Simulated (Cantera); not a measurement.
# Equilibrium for nitride etching: AlN + HCl

Charge: 1 mol AlN, 40 mol HCl, at 13.3 mbar.

Method: chemical equilibrium by Gibbs-energy minimisation in Cantera with the NASA 1993 tables (ideal gas, pure condensed phases). Candidate condensed phases: Al, AlCl₃, AlN, NH₄Cl; 20 gas species. The tables' values for AlCl₂ are old estimates; treat these amounts as uncertain. The numbers say what is thermodynamically allowed, not how fast it happens.

| T (°C) | x HCl | x H₂ | x Cl | x AlCl₃ | x N₂ | x AlCl₂ | x H | x AlCl |
|---|---|---|---|---|---|---|---|---|
| 1127 | 0.925 | 0.0376 | 0.000166 | 0.0250 | 0.0125 | 3.05e-5 | 8.16e-6 | 4.34e-7 |
| 1177 | 0.925 | 0.0376 | 0.000318 | 0.0249 | 0.0125 | 5.57e-5 | 1.59e-5 | 1.18e-6 |
| 1227 | 0.924 | 0.0377 | 0.000585 | 0.0249 | 0.0125 | 9.76e-5 | 2.96e-5 | 2.98e-6 |
| 1277 | 0.924 | 0.0379 | 0.00103 | 0.0248 | 0.0125 | 0.000165 | 5.31e-5 | 7.10e-6 |
| 1327 | 0.923 | 0.0381 | 0.00176 | 0.0247 | 0.0125 | 0.000269 | 9.20e-5 | 1.60e-5 |
| 1377 | 0.921 | 0.0386 | 0.00289 | 0.0245 | 0.0125 | 0.000426 | 0.000154 | 3.45e-5 |
| 1427 | 0.919 | 0.0392 | 0.00460 | 0.0242 | 0.0125 | 0.000655 | 0.000253 | 7.13e-5 |
| 1477 | 0.915 | 0.0401 | 0.00710 | 0.0238 | 0.0124 | 0.000980 | 0.000403 | 0.000141 |
| 1527 | 0.910 | 0.0413 | 0.0106 | 0.0231 | 0.0124 | 0.00143 | 0.000630 | 0.000271 |
| 1577 | 0.904 | 0.0429 | 0.0155 | 0.0222 | 0.0124 | 0.00202 | 0.000966 | 0.000500 |
| 1627 | 0.895 | 0.0449 | 0.0219 | 0.0210 | 0.0123 | 0.00278 | 0.00146 | 0.000890 |
| 1677 | 0.883 | 0.0474 | 0.0302 | 0.0193 | 0.0123 | 0.00369 | 0.00216 | 0.00152 |
| 1727 | 0.869 | 0.0504 | 0.0406 | 0.0172 | 0.0122 | 0.00468 | 0.00316 | 0.00247 |
x: gas mole fraction; nothing condenses.

From 1127 °C to 1727 °C nothing is condensed. The main Al-bearing gas is AlCl₃ throughout.
